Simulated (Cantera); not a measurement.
A freely propagating, adiabatic, planar premixed flame of 27.8 % H₂, 13.9 % O₂, 58.3 % N₂, equivalence ratio 1.0, unburnt at 525 K and 4.93 atm; mixture-averaged transport, grid criteria slope 0.08 and curve 0.16, no radiation.

Model: the H2/O2 subset of GRI-Mech 3.0, which has no nitrogen chemistry, integrated in Cantera. The hydrogen kinetics of GRI-Mech 3.0 are dated; newer H2 mechanisms differ, most at raised pressure. Burning velocities carry a grid error of a few per cent, more on coarse grids.

x: mole fraction of selected species; z is measured from the peak of heat release.

```
z (mm)   T (K)  u (m/s)    x H₂     x O₂    x H₂O       x O      x H   x H₂O₂
-------  -----  -------  ------  -------  -------  --------  -------  -------
-0.176     525     4.60   0.278    0.139    <1e-8     <1e-8    <1e-8    <1e-8
-0.117     525     4.60   0.278    0.139  9.55e-8     <1e-8    <1e-8    <1e-8
-0.0879    525     4.59   0.277    0.139  1.52e-6     <1e-8    <1e-8    <1e-8
-0.0586    526     4.59   0.275    0.139  2.58e-5   5.63e-8    <1e-8  1.58e-7
-0.0293      …     4.89   0.256    0.142        …         …        …        …
-0.0146    867     7.12   0.208    0.134   0.0322  0.000265  0.00197  9.22e-5
0         1335     10.7   0.134   0.0992    0.111   0.00266   0.0131  2.84e-5
0.0146       …     13.1       …        …        …         …   0.0236        …
0.0293    1842     14.5  0.0467   0.0329    0.228   0.00679   0.0246  3.12e-6
0.0586    2020     15.7  0.0347   0.0210    0.251   0.00588   0.0185  1.83e-6
0.117     2174     16.8  0.0288   0.0161    0.266   0.00382   0.0111  1.17e-6
0.234     2295     17.6  0.0225   0.0123    0.279   0.00218  0.00594  8.14e-7
0.469     2376     18.1  0.0168  0.00951    0.290   0.00121  0.00310  5.93e-7
```

Question: Some entries are withheld; supply them.

Answer: 
- -0.0293, T (K): 573
- -0.0293, x H₂O: 0.00243
- -0.0293, x O: 6.13e-6
- -0.0293, x H: 1.66e-5
- -0.0293, x H₂O₂: 2.12e-5
- 0.0146, T (K): 1663
- 0.0146, x H₂: 0.0727
- 0.0146, x O₂: 0.0552
- 0.0146, x H₂O: 0.190
- 0.0146, x O: 0.00584
- 0.0146, x H₂O₂: 5.26e-6
